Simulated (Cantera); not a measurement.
Cantera run:

```python
import numpy as np
import cantera as ct

gas_names = """
    Cr CrO CrO2 CrO3 O O2 O3
""".split()
cond_names = """
    Cr(cr) Cr(L) Cr2O3(s) Cr2O3(L)
""".split()


# ... load() reads the species with a 1 bar reference pressure and builds the phases ...
atoms = {
    'Cr': {'Cr': 1},
    'O2': {'O': 2},
}
top_T = {}  # K; cautious upper limits of use, not melting points


# ... equilibrate(T, P, feed) seeds the gas with the atoms and calls Mixture.equilibrate('TP', solver="vcs", rtol=1e-11, max_steps=5000) ...
results = []
feed = {'Cr': 1, 'O2': 2.9}  # mol
T = 1973  # K
P = 10000  # Pa
mix = equilibrate(T, P, feed)
results.append((T, P, feed, dict(zip(mix.species_names, mix.species_moles))))
print(gas.report(threshold=1e-05))
for i in range(1, mix.n_phases):
    print(f"{mix.phase(i).name:16s} {mix.phase_moles(i):12.5e} mol")
```

Result:

```
       temperature   1973 K
          pressure   10000 Pa
           density   0.019497 kg/m^3
  mean mol. weight   31.983 kg/kmol
   phase of matter   gas

                          1 kg             1 kmol
                     ---------------   ---------------
          enthalpy        1.8293e+06        5.8507e+07  J
   internal energy        1.3164e+06        4.2103e+07  J
           entropy            8986.1         2.874e+05  J/K
    Gibbs function         -1.59e+07       -5.0854e+08  J
 heat capacity c_p            1180.8             37766  J/K
 heat capacity c_v            920.84             29451  J/K

                      mass frac. Y      mole frac. X     chem. pot. / RT
                     ---------------   ---------------   ---------------
              CrO2        0.00029983        0.00011417           -54.728
              CrO3        0.00031239         9.992e-05           -70.239
                 O        0.00085705         0.0017133            -15.51
                O2           0.99853           0.99807            -31.02
     [   +3 minor]        5.2124e-07           2.5e-07

Cr(cr)            0.00000e+00 mol
Cr2O3(s)          4.99769e-01 mol
```

These are equilibrium values from Cantera (NASA tables, ideal gas, pure condensed phases), not measurements of a reactor.
